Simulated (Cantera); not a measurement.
# Si2Cl6 + NH3 + N2 (silicon nitride deposition)

A closed system holds: 1 mol Si2Cl6, 1.5 mol NH3, 10 mol N2, held at 1.58 Torr.

Cantera equilibrium calculation (NASA polynomials, part measured and part estimated; ideal gas, pure solids and liquids). Candidate condensed phases: NH4Cl, Si, Si3N4; 28 gas species. The feed counts by its element totals alone. The tables' values for SiCl3, SiCl, SiN are old estimates; treat these amounts as uncertain. Equilibrium is a limit: real reactors are often held back by kinetics, nucleation or transport.

From 552 °C to 1252 °C the condensed part is Si3N4(s). From 1352 °C to 1652 °C nothing is condensed. The main Si-bearing gas is SiCl4 at 552 °C and SiCl2 at 1652 °C.

| T (°C) | x N2 | x HCl | x SiCl2 | x H2 | x SiCl4 | x SiCl3 | x Cl | x H | n Si3N4(s) |
|---|---|---|---|---|---|---|---|---|---|
| 552 | 0.690 | 0.198 | 6.59e-9 | 0.0574 | 0.0547 | 2.02e-6 | 1.46e-10 | 4.15e-11 | 0.404 |
| 652 | 0.687 | 0.210 | 5.56e-7 | 0.0510 | 0.0515 | 2.69e-5 | 5.09e-9 | 1.28e-9 | 0.419 |
| 752 | 0.685 | 0.219 | 1.95e-5 | 0.0462 | 0.0489 | 0.000214 | 8.94e-8 | 2.04e-8 | 0.430 |
| 852 | 0.684 | 0.226 | 0.000356 | 0.0426 | 0.0461 | 0.00116 | 9.43e-7 | 2.00e-7 | 0.437 |
| 952 | 0.681 | 0.229 | 0.00385 | 0.0404 | 0.0407 | 0.00445 | 6.66e-6 | 1.37e-6 | 0.429 |
| 1052 | 0.677 | 0.220 | 0.0243 | 0.0418 | 0.0259 | 0.0108 | 3.22e-5 | 7.29e-6 | 0.365 |
| 1152 | 0.671 | 0.186 | 0.0720 | 0.0532 | 0.00661 | 0.0110 | 9.80e-5 | 3.43e-5 | 0.206 |
| 1252 | 0.672 | 0.134 | 0.112 | 0.0748 | 0.000759 | 0.00536 | 0.000202 | 0.000141 | 0.0392 |
| 1352 | 0.673 | 0.122 | 0.122 | 0.0798 | 0.000156 | 0.00286 | 0.000522 | 0.000435 | 0 |
| 1452 | 0.672 | 0.122 | 0.123 | 0.0789 | 4.63e-5 | 0.00174 | 0.00136 | 0.00114 | 0 |
| 1552 | 0.670 | 0.122 | 0.122 | 0.0779 | 1.55e-5 | 0.00111 | 0.00320 | 0.00268 | 0 |
| 1652 | 0.666 | 0.122 | 0.119 | 0.0756 | 5.84e-6 | 0.000734 | 0.00696 | 0.00574 | 0 |
x: gas mole fraction; n: condensed amount in mol.
